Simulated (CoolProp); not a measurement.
Vapour-liquid equilibrium of R134a (1) + R1234ze(E) (2) at 0.692 MPa; x and y are mole fractions of (1).

The numbers come from the multi-fluid Helmholtz-energy mixture model, Tillner-Roth 1994 and Thol 2016; pair parameters Bell 2022 in CoolProp.

```json
[
 {"x": "0.05", "bubble temperature, mixture model (K)": "308.5", "bubble temperature, Raoult's law (K)": "308.9", "y, mixture model": "0.070", "y, Raoult's law": "0.065"},
 {"x": "0.2", "bubble temperature, mixture model (K)": "306.2", "bubble temperature, Raoult's law (K)": "307.2", "y, mixture model": "(withheld)", "y, Raoult's law": "0.249"},
 {"x": "0.35", "bubble temperature, mixture model (K)": "304.3", "bubble temperature, Raoult's law (K)": "305.6", "y, mixture model": "0.412", "y, Raoult's law": "0.417"},
 {"x": "0.5", "bubble temperature, mixture model (K)": "(withheld)", "bubble temperature, Raoult's law (K)": "304.1", "y, mixture model": "(withheld)", "y, Raoult's law": "0.571"},
 {"x": "0.65", "bubble temperature, mixture model (K)": "301.6", "bubble temperature, Raoult's law (K)": "302.6", "y, mixture model": "0.692", "y, Raoult's law": "0.712"},
 {"x": "0.8", "bubble temperature, mixture model (K)": "300.6", "bubble temperature, Raoult's law (K)": "301.2", "y, mixture model": "(withheld)", "y, Raoult's law": "0.842"},
 {"x": "0.95", "bubble temperature, mixture model (K)": "299.7", "bubble temperature, Raoult's law (K)": "299.9", "y, mixture model": "0.956", "y, Raoult's law": "0.962"}
]
```

**Question.** Some entries are withheld; supply them.

**Answer.** 
- 0.2, y, mixture model: 0.253
- 0.5, bubble temperature, mixture model (K): 302.9
- 0.5, y, mixture model: 0.556
- 0.8, y, mixture model: 0.825

The largest gap from Raoult's law is -1.3 K in bubble temperature, at x = 0.35. No azeotrope shows between x = 0.05 and 0.95.

The pair parameters rest on a limited set of measurements; away from them the model extrapolates.
